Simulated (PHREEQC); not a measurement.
1 kg of water holding 0.47 mol/kgw KCl, 0.099 mol/kgw MgCl2, 0.01 mol/kgw LiCl and 0.016 mol/kgw NaCl is evaporated at 15 °C; the solids stay in contact with the brine. The system is closed to CO2. Only these solids could form: Bischofite, Brucite, Carnallite, Halite, Sylvite, MgCl2_4H2O.

The series has 23 steps of water left (kg), from 1 to 0.004043.

All values are PHREEQC results (Pitzer model, pitzer.dat), not measurements.

Task: Which solids form, in which order, and at which step of the series does each first stand?

Result: Sylvite from water left = 0.1407 kg; Carnallite from water left = 0.02303 kg; Halite from water left = 0.02303 kg.
